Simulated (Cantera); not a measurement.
A freely propagating, adiabatic, planar premixed flame of H2 : O2 : N2 = 1 : 0.694 : 2.61 (molar parts), unburnt at 425 K and 0.390 bar; mixture-averaged transport, grid criteria slope 0.08 and curve 0.16, no radiation.

Computed with Cantera and the H2/O2 subset of GRI-Mech 3.0, which has no nitrogen chemistry. Burning velocities carry a grid error of a few per cent, more on coarse grids.

Task: How do the results move with these cheaper or finer settings: unity-Lewis-number transport; multicomponent transport; multicomponent+Soret transport; grid criteria slope 0.5, curve 1; grid criteria slope 0.25, curve 0.5; grid criteria slope 0.03, curve 0.06?

Result: 
| setting | laminar burning velocity | thermal thickness | peak x(O) | peak x(HO2) | grid points |
|---|---|---|---|---|---|
| as above | 274 cm/s | 1.31 mm | 0.0128 | 0.000221 | 114 |
| unity-Lewis-number transport | 198 cm/s | 0.966 mm | 0.0141 | 0.000165 | 110 |
| multicomponent transport | 269 cm/s | 1.30 mm | 0.0128 | 0.000222 | 114 |
| multicomponent+Soret transport | 249 cm/s | 1.28 mm | 0.0125 | 0.000220 | 114 |
| grid criteria slope 0.5, curve 1 | 321 cm/s | 1.61 mm | 0.0134 | 0.000205 | 34 |
| grid criteria slope 0.25, curve 0.5 | 286 cm/s | 1.41 mm | 0.0128 | 0.000215 | 53 |
| grid criteria slope 0.03, curve 0.06 | 271 cm/s | 1.30 mm | 0.0128 | 0.000223 | 272 |
Unity Lewis numbers drop preferential diffusion, which matters most where H2 and H carry the flame; Soret adds thermal diffusion.
